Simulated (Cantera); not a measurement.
An adiabatic, constant-pressure homogeneous reactor starts with CO : H2 : O2 : N2 = 1 : 0.13 : 0.471 : 1.77 (molar parts), equivalence ratio 1.2, at 1025 K and 1.00 atm.

Computed with Cantera and GRI-Mech 3.0 (53 species, 325 reactions).

**Question.** Predict: time of steepest temperature rise; temperature at 0.500 s; equilibrium temperature; x(CO) at 0.500 s; x(H2) at 0.500 s; x(O2) at 0.500 s; x(HO2) at 0.500 s; x(NO) at 0.500 s.

**Answer.** 
```json
{
  "time_of_steepest_temperature_rise": "0.358 ms",
  "temperature at 0.500 s": "2655 K",
  "equilibrium_temperature": "2655 K",
  "x(CO) at 0.500 s": "0.117 (gas-phase equilibrium 0.117)",
  "x(H2) at 0.500 s": "0.00291 (gas-phase equilibrium 0.00291)",
  "x(O2) at 0.500 s": "0.0213 (gas-phase equilibrium 0.0213)",
  "x(HO2) at 0.500 s": "2.24e-6 (gas-phase equilibrium 2.24e-6)",
  "x(NO) at 0.500 s": "0.00819 (gas-phase equilibrium 0.00819)"
}
```
